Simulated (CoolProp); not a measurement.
A simple Rankine cycle with R1336mzz(Z): condensing at 321.15 K, boiler at 1.89 MPa, turbine inlet 425.5 K, turbine efficiency 0.85, pump efficiency 0.7, no recuperator. Each further row changes one setting.

Model: reference Helmholtz-energy equation of state, McLinden 2020, in CoolProp.

```tsv
case	thermal efficiency (%)	net work (kJ/kg)	heat in (kJ/kg)	turbine exit temperature (K)	volume ratio over the turbine
as stated	13.9	32.0	230	363.0	14.7
turbine inlet 445.5 K	13.8	35.6	258	387.5	13.2
condensing temperature 313.15 K	15.0	35.9	240	358.2	19.1
boiler pressure 1.32 MPa	12.4	30.2	244	378.7	8.71
turbine efficiency 0.75	12.2	28.0	230	367.1	14.9
```
